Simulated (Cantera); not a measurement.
A closed system holds: 1 mol SiCl4, 0.15 mol Cl2, 83 mol N2, equilibrated at 2.25 Torr.

Method: chemical equilibrium by Gibbs-energy minimisation in Cantera with the NASA 1993 tables (ideal gas, pure condensed phases). Candidate condensed phases: Si, Si3N4; 13 gas species. Rates play no part.

At 752 °C, list the 4 most abundant gas species with their mole fractions, and the condensed phases.

N2 0.986, SiCl4 0.0119, Cl2 0.00158, Cl 0.000406. Condensed: gas only.
